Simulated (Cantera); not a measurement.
# Ignition delay

Mixture: CH4 : O2 : N2 = 1 : 2.02 : 5.25 (molar parts), equivalence ratio 0.99, at 1000000 Pa, adiabatic and at constant pressure. Ignition delay is the time to a rise of 400 K.

Detailed kinetics in Cantera: GRI-Mech 3.0 (53 species, 325 reactions).

```csv
T0 (K),delay (ms)
1175,4.78
1275,1.41
1375,0.470
1475,0.172
1575,0.0693
1675,0.0304
1775,0.0146
1875,0.00767
1975,0.00435
2075,0.00265
```

```yaml
apparent activation energy between 1875 and 2075 K: 170 kJ/mol
```
